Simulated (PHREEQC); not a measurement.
Geothermal or formation water (model solution)

Synthetic water in mmol/kgw, 95 °C, pH 6.97: Na 445; K 23.2; Ca 7.21; Mg 40; Cl 369; S(6) 86.9; Alkalinity (meq/kgw) 0.139; B 0.596; Si 0.441.

Cl is adjusted to close the charge balance.
Valence states are taken as typed.

Equilibrium calculation in PHREEQC: Pitzer model, pitzer.dat.

- ionic strength = 0.697 mol/kgw
- activity of water = 0.985
- specific conductance = 126000 µS/cm
- density = 0.987 g/cm³
- osmotic coefficient = 0.851

```
species  molality  activity   log γ
-------  --------  --------  ------
Na+         0.445     0.284  -0.195
Cl-         0.389     0.234  -0.221
SO4-2      0.0869   0.00662  -1.118
Mg+2       0.0400   0.00519  -0.887
K+         0.0232    0.0139  -0.222
Ca+2      0.00721  0.000789  -0.961
B(OH)3   0.000588  0.000578  -0.007
H4SiO4   0.000434  0.000449   0.015
HCO3-    0.000100   5.25e-5  -0.280
MgOH+     1.46e-5   1.04e-5  -0.147
CO2       1.27e-5   1.40e-5   0.045
OH-       8.41e-6   4.41e-6  -0.281
B(OH)4-   7.30e-6   3.06e-6  -0.377
H3SiO4-   7.00e-6   3.11e-6  -0.353
```

This is a speciation only: nothing precipitates in the calculation. At this temperature some constants are extrapolated from 25 °C, and those without enthalpy data are left unchanged.
